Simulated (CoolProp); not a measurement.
A Linde-Hampson liquefier for dry air: isothermal reversible compression at 200 K from 1 atm to 15 MPa, throttling to 1 atm, return gas leaving the recuperator 5 K below the feed. Each further row changes one setting.

Values from CoolProp's reference Helmholtz-energy equation of state, Lemmon 2000. It is a pseudo-pure fit of the blend.

| case | liquid yield per pass | compression work (kJ/kg of gas) |
|---|---|---|
| as stated | 0.205 | 270 |
| high pressure 30 MPa | (withheld) | (withheld) |
| warm-end temperature 230 K | (withheld) | 320 |
| warm-end gap 10 K | (withheld) | 270 |

### Question
What belongs in the gaps?

### Answer

- high pressure 30 MPa, liquid yield per pass: 0.268
- high pressure 30 MPa, compression work (kJ/kg of gas): 305
- warm-end temperature 230 K, liquid yield per pass: 0.132
- warm-end gap 10 K, liquid yield per pass: 0.192
